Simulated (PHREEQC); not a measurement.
Hard or scaling water: an equilibrium model

Solution (50 °C): 0.12 mol CaCl2, 1.6e-05 mol CO2 and 0.0006 mol KCl per kg of water. Closed to the air; pH follows from the charge balance.

Computed with PHREEQC (ion-association model, wateq4f.dat).

| Quantity | Value |
|---|---|
| pH | 5.48 |
| ionic strength | 0.361 mol/kgw |
| activity of water | 0.994 |

| species | molality | activity | log γ |
|---|---|---|---|
| Cl- | 0.241 | 0.158 | -0.184 |
| Ca+2 | 0.120 | 0.0314 | -0.583 |
| K+ | 0.000600 | 0.000393 | -0.184 |
| CO2 | 1.17e-5 | 1.28e-5 | 0.036 |
| H+ | 4.29e-6 | 3.29e-6 | -0.115 |
| HCO3- | 2.84e-6 | 1.99e-6 | -0.154 |
| CaHCO3+ | 1.41e-6 | 1.01e-6 | -0.146 |
| OH- | 2.47e-8 | 1.60e-8 | -0.189 |
| CaCO3 | 3.80e-9 | 4.13e-9 | 0.036 |
| CaOH+ | 2.20e-9 | 1.57e-9 | -0.146 |

Precipitation was switched off in this run. Complexes and solids missing from the database can't appear. At this temperature some constants are extrapolated from 25 °C, and those without enthalpy data are left unchanged.
